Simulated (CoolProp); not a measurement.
Model: reference Helmholtz-energy equation of state, Zhou 2011, in CoolProp.

Problem. For dimethyl carbonate, give the phase and the Z, cp (kJ/(kg K)), cv (kJ/(kg K)), fugacity coefficient at 285.4 K and 0.915 bar.

Solution. 
- 285.4 K and 0.915 bar: liquid; Z 0.00322, cp 1.82, cv 1.33, fugacity coefficient 0.0399
